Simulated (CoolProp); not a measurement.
Vapour-liquid equilibrium of R22 (1) + ethanol (2) at 0.117 MPa; x and y are mole fractions of (1).

The numbers come from the multi-fluid Helmholtz-energy mixture model, Kamei 1995 and Schroeder 2014; pair parameters Bell 2016 in CoolProp.

Task: Give the bubble temperature and the first vapour's composition at x = 0.25, 0.45, 0.85. Is there an azeotrope?

Result: x = 0.25: 255.2 K, y = 0.997; x = 0.45: 243.8 K, y = 0.999; x = 0.85: 238.1 K, y = 1.000. No azeotrope shows between x = 0.05 and 0.95.

The pair parameters rest on a limited set of measurements; away from them the model extrapolates. With so large a gap from Raoult's law the liquid may split in two, which this calculation doesn't test in full.
